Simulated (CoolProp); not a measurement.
Vapour-liquid equilibrium of n-octane (1) + m-xylene (2) at 0.0198 MPa; x and y are mole fractions of (1).

Model: multi-fluid Helmholtz-energy mixture model, Beckmüller 2019 and Zhou 2012; pair parameters Bell 2016, in CoolProp.

**Question.** Give the bubble temperature and the first vapour's composition at x = 0.425, 0.575, 0.65. Is there an azeotrope?

**Answer.** x = 0.425: 354.0 K, y = 0.535; x = 0.575: 352.4 K, y = 0.671; x = 0.65: 351.7 K, y = 0.734. No azeotrope shows between x = 0.05 and 0.95.

Pair parameters are fitted to limited data, so mixtures are less certain than the pure fluids.
